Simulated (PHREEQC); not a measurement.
Reverse-osmosis permeate

Synthetic water in mg/L, 25 °C, pH 6.48, pe 12.1:

| constituent | mg/L |
|---|---|
| Na | 5.32 |
| K | 0.825 |
| Ca | 10.7 |
| Mg | 1.52 |
| Cl | 9.23 |
| S(6) as SO4 | 1.13 |
| Alkalinity as HCO3 | 39.6 |
| Zn | 0.0071 |
| Br | 0.154 |

Valence states are taken as typed.

Computed with PHREEQC (ion-association model, phreeqc.dat).

No solid was allowed to form.

Question: Estimate the charge-balance error.

Answer: charge-balance error -1.2 %.

Question: In which forms is Zn present?

Answer: Zn+2 92 %, ZnHCO3+ 6.4 %, ZnCO3 1.4 % of the Zn.
